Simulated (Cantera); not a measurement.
A perfectly stirred reactor is fed with 3.29 % H2, 96.7 % O2, equivalence ratio 0.017, at 0.0133 bar; it is held at 1173 K, and followed from long to short residence time.

Computed with Cantera and the H2/O2 subset of GRI-Mech 3.0, which has no nitrogen chemistry. Radical loss at walls, strong at low pressure, is not modelled.

One state of this run: x H2 = 0.00262; x O2 = 0.946; x O = 0.0174; x H2O2 = 1.19e-7; x HO2 = 3.14e-6; x H2O = 0.0267. x: mole fraction; the columns are a selection and need not sum to one.

Q: Which value of τ (s) does it belong to?
A. 1.9
B. 0.96
C. 0.0071
D. 0.058

A: C, 0.0071
